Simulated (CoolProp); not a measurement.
Aqueous methanol as a coolant, 7 % by mass, freezing at -4.4 °C, 1 atm.

Model: Melinder's fits for secondary coolants, in CoolProp.

| T (°C) | viscosity (mPa s) | Prandtl number | density (kg/m³) | conductivity (W/(m K)) |
|---|---|---|---|---|
| 1.5 | … | 17.6 | 988.4 | 0.527 |
| 6.8 | 1.81 | 14.3 | 988.1 | 0.535 |
| 12.2 | 1.52 | 11.8 | 987.6 | 0.544 |
| 17.6 | 1.30 | … | … | 0.552 |
| 23 | 1.12 | 8.40 | 985.5 | 0.560 |
| 28.4 | 0.980 | … | 984.0 | 0.568 |
| 33.8 | 0.866 | … | 982.3 | 0.575 |
| 39.1 | 0.772 | … | 980.4 | 0.582 |

**Question.** Fill in the missing entries.

**Answer.** 
- 1.5, viscosity (mPa s): 2.18
- 17.6, Prandtl number: 9.89
- 17.6, density (kg/m³): 986.7
- 28.4, Prandtl number: 7.23
- 33.8, Prandtl number: 6.29
- 39.1, Prandtl number: 5.54
